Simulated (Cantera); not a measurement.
A perfectly stirred reactor is fed with H2 : O2 : N2 = 1 : 0.333 : 1.25 (molar parts), equivalence ratio 1.5, at 5.00 bar; it is adiabatic with a 598 K inlet, and is followed from long to short residence time, starting on the burning branch (τ in s: 0.036, 0.016, 0.0075, 0.0034, 0.0016, 0.00071, 0.00032, 0.00015, 6.7e-05, 3.1e-05).

Model: GRI-Mech 3.0 (53 species, 325 reactions), integrated in Cantera. The hydrogen kinetics of GRI-Mech 3.0 are dated; newer H2 mechanisms differ, most at raised pressure.

Task: What does this change do: H2 1 to 1.5 parts?

Result: 
```csv
quantity,before,after
"blow-out, bracketed by the residence times tried","burning at 31.0 µs, the shortest tried","burning at 31.0 µs, the shortest tried"
x(H2) at τ = 36.0 ms,0.147,0.302
x(O2) at τ = 36.0 ms,3.38e-5,1.77e-5
x(N2O) at τ = 36.0 ms,1.99e-8,9.97e-10
x(NO) at τ = 36.0 ms,0.000184,6.47e-6
x(NO2) at τ = 36.0 ms,3.96e-9,2.04e-11
x(H2) at τ = 0.710 ms,0.145,0.298
x(O2) at τ = 0.710 ms,0.000335,0.000216
x(N2O) at τ = 0.710 ms,2.23e-8,2.15e-9
x(NO) at τ = 0.710 ms,9.39e-5,5.54e-6
x(NO2) at τ = 0.710 ms,2.89e-9,3.29e-11
```

Task: What does this change do: inlet temperature 598 to 375 K?

Result: 
| quantity | before | after |
|---|---|---|
| blow-out, bracketed by the residence times tried | burning at 31.0 µs, the shortest tried | burning at 31.0 µs, the shortest tried |
| x(H2) at τ = 36.0 ms | 0.147 | 0.148 |
| x(O2) at τ = 36.0 ms | 3.38e-5 | 2.47e-5 |
| x(N2O) at τ = 36.0 ms | 1.99e-8 | 6.49e-9 |
| x(NO) at τ = 36.0 ms | 0.000184 | 5.16e-5 |
| x(NO2) at τ = 36.0 ms | 3.96e-9 | 6.06e-10 |
| x(H2) at τ = 0.710 ms | 0.145 | 0.146 |
| x(O2) at τ = 0.710 ms | 0.000335 | 0.000354 |
| x(N2O) at τ = 0.710 ms | 2.23e-8 | 1.26e-8 |
| x(NO) at τ = 0.710 ms | 9.39e-5 | 3.36e-5 |
| x(NO2) at τ = 0.710 ms | 2.89e-9 | 7.66e-10 |
